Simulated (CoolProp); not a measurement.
Saturation properties of CF4 (R14).

The numbers come from the reference Helmholtz-energy equation of state, Platzer 1990 in CoolProp. This equation is an older, rougher fit; its heat capacities, sound speeds and derivatives of the liquid may be far off and weren't checked against measurements.

| T (K) | p (kPa) | liquid density (kg/m³) | vapour Z | surface tension (mN/m) | liquid conductivity (mW/(m K)) |
|---|---|---|---|---|---|
| 143.8 | 92.35 | 1610 | 0.9675 | 12.2 | 96.5 |
| 148.1 | 124.5 | … | 0.9592 | 11.5 | 93.3 |
| 152.5 | … | 1563 | 0.9493 | 10.7 | 90.0 |
| 156.8 | 215.5 | 1539 | 0.9383 | 9.93 | 86.7 |
| 161.1 | … | 1514 | 0.9258 | 9.19 | 83.5 |
| 165.4 | 348.2 | 1489 | … | 8.46 | … |
| 169.7 | 434.0 | 1463 | 0.8963 | 7.74 | 77.1 |
| 174 | … | 1436 | … | 7.03 | 73.9 |

Task: What belongs in the gaps?

Result: 
- 148.1, liquid density (kg/m³): 1587
- 152.5, p (kPa): 165.7
- 161.1, p (kPa): 275.9
- 165.4, vapour Z: 0.9119
- 165.4, liquid conductivity (mW/(m K)): 80.3
- 174, p (kPa): 534.7
- 174, vapour Z: 0.8791

It boils at 145.1 K under 1 atm.

Thermal conductivity comes from a separate model (Huber 2003), an estimate that may be off by 10 % or more. Surface tension comes from a separate correlation (Mulero 2012).
